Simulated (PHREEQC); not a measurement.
## Reverse-osmosis permeate (model solution)

Model water analysis in mg/kgw, 25 °C, pH 6.62, pe 0.9: Na 18.8; K 1.44; Ca 2.1; Mg 0.138; Cl 9.46; S(6) as SO4 4.22; Alkalinity as HCO3 37.4; N(-3) as NH4 0.00264; Fe(2) 0.312; Br 1.66; B 0.00233.

Valence states are taken as typed.

Model: ion-association model, wateq4f.dat, run in PHREEQC.

Precipitation was switched off in this run.

Task: Estimate the charge-balance error.

Result: charge-balance error -0.3 %.

Task: In which forms is Fe present?

Result: Fe+2 94 %, FeHCO3+ 5.0 %, FeSO4 0.5 % of the Fe.
